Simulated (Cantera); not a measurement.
A Cantera script and its output.

```python
import numpy as np
import cantera as ct

gas = ct.Solution("gri30.yaml")
gas.TPX = 1350, 540, {'N2O': 1}
inlet = ct.Reservoir(gas, clone=True)

reactor = ct.IdealGasConstPressureReactor(gas, energy="off", clone=False)
exhaust = ct.Reservoir(gas, clone=True)
tau = [9.2, 3.3, 1.2, 0.45, 0.16, 0.059, 0.022, 0.0079, 0.0029, 0.001][0]
for a, b in ((inlet, reactor), (reactor, exhaust)):
    ct.MassFlowController(a, b, mdot=lambda t: reactor.mass / tau)
net = ct.ReactorNet([reactor])
show = ['N2O', 'N2', 'NO', 'NO2', 'O', 'O2']

rows = []
print(f"{'tau/s':>10s}{'T/K':>9s}" + "".join(f"{s:>11s}" for s in show))
for tau in [9.2, 3.3, 1.2, 0.45, 0.16, 0.059, 0.022, 0.0079, 0.0029, 0.001]:
    net.initial_time = 0.0
    net.advance(30 * tau)
    before = gas.X
    net.advance(40 * tau)
    drift = np.max(np.abs(gas.X - before) / (gas.X + 1e-9))
    rows.append([gas.T, *gas[show].X, drift])
    print(f"{tau:10.3e}{gas.T:9.1f}" + "".join(f"{x:11.3e}" for x in gas[show].X))
```

Result:

```
     tau/s      T/K        N2O         N2         NO        NO2          O         O2
 9.200e+00   1350.0  6.359e-01  2.218e-01  4.181e-02  4.134e-06  1.433e-05  1.004e-01
 3.300e+00   1350.0  8.296e-01  1.038e-01  1.957e-02  1.282e-06  1.433e-05  4.700e-02
 1.200e+00   1350.0  9.305e-01  4.233e-02  7.981e-03  3.517e-07  1.433e-05  1.916e-02
 4.500e-01   1350.0  9.728e-01  1.659e-02  3.126e-03  8.909e-08  1.432e-05  7.506e-03
 1.600e-01   1350.0  9.902e-01  5.996e-03  1.128e-03  1.710e-08  1.428e-05  2.709e-03
 5.900e-02   1350.0  9.964e-01  2.218e-03  4.156e-04  2.836e-09  1.417e-05  9.978e-04
 2.200e-02   1350.0  9.986e-01  8.217e-04  1.524e-04  4.165e-10  1.390e-05  3.658e-04
 7.900e-03   1350.0  9.995e-01  2.886e-04  5.194e-05  5.019e-11  1.318e-05  1.247e-04
 2.900e-03   1350.0  9.998e-01  1.004e-04  1.675e-05  5.288e-12  1.158e-05  4.021e-05
 1.000e-03   1350.0  9.999e-01  3.091e-05  4.230e-06  3.388e-13  8.479e-06  1.016e-05
```

Model: GRI-Mech 3.0 (53 species, 325 reactions), integrated in Cantera. GRI-Mech 3.0 was tuned for natural gas; its chemistry of N2O as a main component is partial and can be far from experiment. Radical loss at walls, strong at low pressure, is not modelled. The mechanism lacks the step 2 NO + O2 → 2 NO2, which can matter for NO2 below about 1400 K. The temperature is held fixed by assumption; the heat of reaction is taken as removed at once.
